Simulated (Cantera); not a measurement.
An adiabatic, constant-volume homogeneous reactor starts with 10.4 % CH4, 18.8 % O2, 70.8 % N2, equivalence ratio 1.1, at 1173 K and 1200000 Pa.

Model: GRI-Mech 3.0 (53 species, 325 reactions), integrated in Cantera. The pressure lies above the range GRI-Mech 3.0 was tuned for (to about 10 atm). Above 3000 K some thermodynamic fits are extrapolated.

Q: Predict: time of steepest temperature rise; temperature at 0.300 s; equilibrium temperature; x(O2) at 0.300 s; x(CO2) at 0.300 s.

A: 
```
Item                                                                 Value
---------------------------------  ---------------------------------------
time of steepest temperature rise                                  5.41 ms
temperature at 0.300 s                                              3026 K
equilibrium temperature                                             3026 K
x(O2) at 0.300 s                   0.00644 (gas-phase equilibrium 0.00644)
x(CO2) at 0.300 s                    0.0552 (gas-phase equilibrium 0.0552)
```
